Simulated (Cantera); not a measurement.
Input: 1 mol Fe₂O₃, 2 mol Cl₂, 8.9 mol H₂, held at 1073.15 K and 10000 Pa.

Method: chemical equilibrium by Gibbs-energy minimisation in Cantera with the NASA 1993 tables (ideal gas, pure condensed phases). Candidate condensed phases: Fe, FeCl₂, FeCl₃, FeO, Fe(OH)₂, Fe(OH)₃, Fe₂O₃, Fe₃O₄, H₂O; 22 gas species. The tables' stoichiometric FeO is somewhat more stable than real wüstite, so its field is too wide. FeO: taken at fixed stoichiometry. The numbers say what is thermodynamically allowed, not how fast it happens.

Base state: H₂ 0.542, HCl 0.295, H₂O 0.128, FeCl₂ 0.0351, Fe₂Cl₄ 0.000437 (mole fractions); condensed: FeO(s).

**Question.** What changes in the equilibrium state with this change: pressure from 10000 Pa to 29000 Pa?

**Answer.** 
```json
[
 {"species": "H₂", "before": "0.542", "after": "0.542"},
 {"species": "HCl", "before": "0.295", "after": "0.293"},
 {"species": "H₂O", "before": "0.128", "after": "0.129"},
 {"species": "Fe₂Cl₄", "before": "0.000437", "after": "0.00122"},
 {"species": "FeCl₂", "before": "0.0351", "after": "0.0345"},
 {"species": "FeO(s), mol", "before": "1.61", "after": "1.60"}
]
```

**Question.** What changes in the equilibrium state with this change: Fe₂O₃ replaced by B₂O₃?

**Answer.** 
```json
[
 {"species": "H₂", "before": "0.542", "after": "0.633"},
 {"species": "HCl", "before": "0.295", "after": "0.367"},
 {"species": "H₂O", "before": "0.128", "after": "0.000101"},
 {"species": "FeCl₂", "before": "0.0351", "after": "0"},
 {"species": "BCl₃", "before": "0", "after": "5.50e-5"},
 {"species": "Fe₂Cl₄", "before": "0.000437", "after": "0"},
 {"species": "B₃O₃Cl₃", "before": "0", "after": "1.30e-5"},
 {"species": "FeO(s), mol", "before": "1.61", "after": "0"},
 {"species": "B₂O₃(l), mol", "before": "0", "after": "0.999"}
]
```
Further candidate phases: B, B₂O₃, B₃O₃H₃.

**Question.** What changes in the equilibrium state with this change: temperature from 1073.15 K to 1673 K?

**Answer.** 
```tsv
species	before	after
H₂	0.542	0.486
H₂O	0.128	0.230
HCl	0.295	0.202
FeCl₂	0.0351	0.0825
Fe	<1e-9	4.01e-5
H	3.27e-8	0.000251
FeO(s), mol	1.61	0
Fe(δ), mol	0	0.603
FeO(l), mol	0	0.496
```
Mutual solubility and eutectic melting of coexisting phases are not modelled.
